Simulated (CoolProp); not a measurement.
A Linde-Hampson liquefier for oxygen: isothermal reversible compression at 280 K from 1 atm to 10 MPa, throttling to 1 atm, return gas leaving the recuperator 5 K below the feed. Each further row changes one setting.

The numbers come from the reference Helmholtz-energy equation of state, Schmidt 1985 in CoolProp.

| case | liquid yield per pass | compression work (kJ/kg of gas) |
|---|---|---|
| as stated | ? | 328 |
| high pressure 20 MPa | ? | ? |
| warm-end temperature 310 K | 0.042 | ? |
| warm-end gap 10 K | ? | 328 |

Task: Some entries are withheld; supply them.

Result: 
- as stated, liquid yield per pass: 0.059
- high pressure 20 MPa, liquid yield per pass: 0.118
- high pressure 20 MPa, compression work (kJ/kg of gas): 375
- warm-end temperature 310 K, compression work (kJ/kg of gas): 366
- warm-end gap 10 K, liquid yield per pass: 0.047

Above 300 K oxygen's equation is extrapolated.
